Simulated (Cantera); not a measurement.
Input: 1 mol B2O3, 1.3 mol HCl, 1.2 mol O2, held at 1425 K and 45000 Pa.

Method: chemical equilibrium by Gibbs-energy minimisation in Cantera with the NASA 1993 tables (ideal gas, pure condensed phases). Candidate condensed phases: B, B2O3, B3O3H3, H2O; 33 gas species. The tables' values for BOCl are old estimates; treat these amounts as uncertain. Gases not in the tables: H3BO3. Kinetics and transport are ignored.

**Question.** What is the equilibrium state?

**Answer.** 
| Quantity | Result |
|---|---|
| x(O2) | 0.460 |
| x(HCl) | 0.412 |
| x(H2O) | 0.0576 |
| x(Cl2) | 0.0538 |
| x(Cl) | 0.0119 |
| x(HBO2) | 0.00430 |
| x(ClO) | 0.000147 |
| x(HOCl) | 5.54e-5 |
| x((HBO2)3) | 5.24e-5 |
| n(B2O3(l)) | 0.995 mol |
| gas amount | 2.447 mol |
| log10 activity of B(s) (absent) | -16.49 |
| log10 activity of B3O3H3(s) (absent) | -33.74 |
